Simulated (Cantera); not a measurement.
Source: NASA polynomial tables (part measured, part estimated), evaluated in Cantera. Values are per mole of reaction as written; species without (g) are pure solids or liquids, kept so even where they would boil at 1 bar.

H2(g) + 2 Nb2O5 → H2O2(g) + 4 NbO2(g)

```
T (K)  ΔH° (kJ)  ΔS° (J/K)  ΔG° (kJ)  log10 K  condensed phases
-----  --------  ---------  --------  -------  ----------------
300      2862.7      920.3    2586.6  -450.35          Nb2O5(s)
1600     2741.7      769.6    1510.3   -49.30          Nb2O5(s)
1750        ___        ___       ___      ___          Nb2O5(s)
1900     2490.2      628.6    1295.9   -35.62          Nb2O5(l)
2050        ___        ___       ___      ___          Nb2O5(l)
2200        ___        ___       ___      ___          Nb2O5(l)
2350        ___        ___       ___      ___          Nb2O5(l)
```

Question: What belongs in the gaps?

Answer: 
- 1750, ΔH° (kJ): 2727.0
- 1750, ΔS° (J/K): 760.9
- 1750, ΔG° (kJ): 1395.5
- 1750, log10 K: -41.65
- 2050, ΔH° (kJ): 2458.1
- 2050, ΔS° (J/K): 612.3
- 2050, ΔG° (kJ): 1202.8
- 2050, log10 K: -30.65
- 2200, ΔH° (kJ): 2426.0
- 2200, ΔS° (J/K): 597.2
- 2200, ΔG° (kJ): 1112.1
- 2200, log10 K: -26.40
- 2350, ΔH° (kJ): 2394.1
- 2350, ΔS° (J/K): 583.2
- 2350, ΔG° (kJ): 1023.6
- 2350, log10 K: -22.75
